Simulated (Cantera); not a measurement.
A Cantera script and what it prints.

```python
import numpy as np
import cantera as ct

gas_names = """
    Fe FeO O O2 O3 S SO SO2 SO3 S2 S2O S8
""".split()
cond_names = """
    Fe(a) Fe(c) Fe(d) Fe(L) FeO(s) FeO(L) FeS(a) FeS(b) FeS(c) FeS(L) FeSO4(s) FeS2(s) Fe2O3(s)
    Fe2S3O12(s) Fe3O4(s) S(cr1) S(cr2) S(L)
""".split()


def load(file, names, dense=False):
    # The tables refer to 1 bar. Condensed volumes are neglected.
    table = {s.name: s for s in ct.Species.list_from_file(file)}
    out = []
    for n in names:
        d = dict(table[n].input_data)
        d["thermo"] = dict(d["thermo"], **{"reference-pressure": 1e5})
        if dense:
            d["equation-of-state"] = {"model": "constant-volume", "density": "1e6 g/cm^3"}
        out.append(ct.Species.from_dict(d))
    return out


gas = ct.Solution(thermo="ideal-gas", species=load("nasa_gas.yaml", gas_names))
cond = {s.name: ct.Solution(thermo="fixed-stoichiometry", species=[s], name=s.name)
        for s in load("nasa_condensed.yaml", cond_names, dense=True)}
atoms = {
    'Fe2O3': {'Fe': 2, 'O': 3},
    'SO2': {'S': 1, 'O': 2},
    'O2': {'O': 2},
}
top_T = {'FeSO4(s)': 950, 'FeS2(s)': 1010, 'Fe2O3(s)': 1830, 'Fe2S3O12(s)': 1100, 'Fe3O4(s)': 1870}  # K; cautious upper limits of use, not melting points


def equilibrate(T, P, feed):
    n = {}
    for name, mol in feed.items():
        for a, k in atoms[name].items():
            n[a] = n.get(a, 0.0) + k * mol
    gas.TPX = T, P, n
    mass = sum(n.values()) * gas.mean_molecular_weight
    gas.equilibrate("TP")
    valid = [c for c in cond.values() if c.min_temp <= T <= top_T.get(c.name, c.max_temp)]
    mix = ct.Mixture([(gas, mass / gas.mean_molecular_weight)] + [(c, 0.0) for c in valid])
    mix.T, mix.P = T, P
    mix.equilibrate("TP", solver="vcs", rtol=1e-11, max_steps=5000)
    return mix


results = []
feed = {'Fe2O3': 1, 'SO2': 0.21, 'O2': 4.1}  # mol
for P in [1000, 2300, 5400, 13000, 29000, 68000, 160000, 370000, 860000, 2000000]:
    for T in [925, 975, 1025, 1075, 1125, 1175, 1225, 1275, 1325, 1375, 1425, 1475]:
        mix = equilibrate(T, P, feed)
        results.append((T, P, feed, dict(zip(mix.species_names, mix.species_moles))))

for T, P, feed, n in results:
    print(f"{T:7g} {P:10.4g}  " + (" + ".join(c for c in cond_names if n.get(c, 0) > 1e-12) or "gas only"))
```

Result:

```
    925       1000  Fe2O3(s)
    975       1000  Fe2O3(s)
   1025       1000  Fe2O3(s)
   1075       1000  Fe2O3(s)
   1125       1000  Fe2O3(s)
   1175       1000  Fe2O3(s)
   1225       1000  Fe2O3(s)
   1275       1000  Fe2O3(s)
   1325       1000  Fe2O3(s)
   1375       1000  Fe2O3(s)
   1425       1000  Fe2O3(s)
   1475       1000  Fe2O3(s)
    925       2300  Fe2O3(s)
    975       2300  Fe2O3(s)
   1025       2300  Fe2O3(s)
   1075       2300  Fe2O3(s)
   1125       2300  Fe2O3(s)
   1175       2300  Fe2O3(s)
   1225       2300  Fe2O3(s)
   1275       2300  Fe2O3(s)
   1325       2300  Fe2O3(s)
   1375       2300  Fe2O3(s)
   1425       2300  Fe2O3(s)
   1475       2300  Fe2O3(s)
    925       5400  Fe2O3(s)
    975       5400  Fe2O3(s)
   1025       5400  Fe2O3(s)
   1075       5400  Fe2O3(s)
   1125       5400  Fe2O3(s)
   1175       5400  Fe2O3(s)
   1225       5400  Fe2O3(s)
   1275       5400  Fe2O3(s)
   1325       5400  Fe2O3(s)
   1375       5400  Fe2O3(s)
   1425       5400  Fe2O3(s)
   1475       5400  Fe2O3(s)
    925    1.3e+04  Fe2O3(s)
    975    1.3e+04  Fe2O3(s)
   1025    1.3e+04  Fe2O3(s)
   1075    1.3e+04  Fe2O3(s)
   1125    1.3e+04  Fe2O3(s)
   1175    1.3e+04  Fe2O3(s)
   1225    1.3e+04  Fe2O3(s)
   1275    1.3e+04  Fe2O3(s)
   1325    1.3e+04  Fe2O3(s)
   1375    1.3e+04  Fe2O3(s)
   1425    1.3e+04  Fe2O3(s)
   1475    1.3e+04  Fe2O3(s)
    925    2.9e+04  Fe2O3(s)
    975    2.9e+04  Fe2O3(s)
   1025    2.9e+04  Fe2O3(s)
   1075    2.9e+04  Fe2O3(s)
   1125    2.9e+04  Fe2O3(s)
   1175    2.9e+04  Fe2O3(s)
   1225    2.9e+04  Fe2O3(s)
   1275    2.9e+04  Fe2O3(s)
   1325    2.9e+04  Fe2O3(s)
   1375    2.9e+04  Fe2O3(s)
   1425    2.9e+04  Fe2O3(s)
   1475    2.9e+04  Fe2O3(s)
    925    6.8e+04  Fe2O3(s)
    975    6.8e+04  Fe2O3(s)
   1025    6.8e+04  Fe2O3(s)
   1075    6.8e+04  Fe2O3(s)
   1125    6.8e+04  Fe2O3(s)
   1175    6.8e+04  Fe2O3(s)
   1225    6.8e+04  Fe2O3(s)
   1275    6.8e+04  Fe2O3(s)
   1325    6.8e+04  Fe2O3(s)
   1375    6.8e+04  Fe2O3(s)
   1425    6.8e+04  Fe2O3(s)
   1475    6.8e+04  Fe2O3(s)
    925    1.6e+05  Fe2O3(s) + Fe2S3O12(s)
    975    1.6e+05  Fe2O3(s)
   1025    1.6e+05  Fe2O3(s)
   1075    1.6e+05  Fe2O3(s)
   1125    1.6e+05  Fe2O3(s)
   1175    1.6e+05  Fe2O3(s)
   1225    1.6e+05  Fe2O3(s)
   1275    1.6e+05  Fe2O3(s)
   1325    1.6e+05  Fe2O3(s)
   1375    1.6e+05  Fe2O3(s)
   1425    1.6e+05  Fe2O3(s)
   1475    1.6e+05  Fe2O3(s)
    925    3.7e+05  Fe2O3(s) + Fe2S3O12(s)
    975    3.7e+05  Fe2O3(s)
   1025    3.7e+05  Fe2O3(s)
   1075    3.7e+05  Fe2O3(s)
   1125    3.7e+05  Fe2O3(s)
   1175    3.7e+05  Fe2O3(s)
   1225    3.7e+05  Fe2O3(s)
   1275    3.7e+05  Fe2O3(s)
   1325    3.7e+05  Fe2O3(s)
   1375    3.7e+05  Fe2O3(s)
   1425    3.7e+05  Fe2O3(s)
   1475    3.7e+05  Fe2O3(s)
    925    8.6e+05  Fe2O3(s) + Fe2S3O12(s)
    975    8.6e+05  Fe2O3(s) + Fe2S3O12(s)
   1025    8.6e+05  Fe2O3(s)
   1075    8.6e+05  Fe2O3(s)
   1125    8.6e+05  Fe2O3(s)
   1175    8.6e+05  Fe2O3(s)
   1225    8.6e+05  Fe2O3(s)
   1275    8.6e+05  Fe2O3(s)
   1325    8.6e+05  Fe2O3(s)
   1375    8.6e+05  Fe2O3(s)
   1425    8.6e+05  Fe2O3(s)
   1475    8.6e+05  Fe2O3(s)
    925      2e+06  Fe2O3(s) + Fe2S3O12(s)
    975      2e+06  Fe2O3(s) + Fe2S3O12(s)
   1025      2e+06  Fe2O3(s) + Fe2S3O12(s)
   1075      2e+06  Fe2O3(s)
   1125      2e+06  Fe2O3(s)
   1175      2e+06  Fe2O3(s)
   1225      2e+06  Fe2O3(s)
   1275      2e+06  Fe2O3(s)
   1325      2e+06  Fe2O3(s)
   1375      2e+06  Fe2O3(s)
   1425      2e+06  Fe2O3(s)
   1475      2e+06  Fe2O3(s)
```

These are equilibrium values from Cantera (NASA tables, ideal gas, pure condensed phases), not measurements of a reactor. Mutual solubility and eutectic melting of coexisting phases are not modelled.
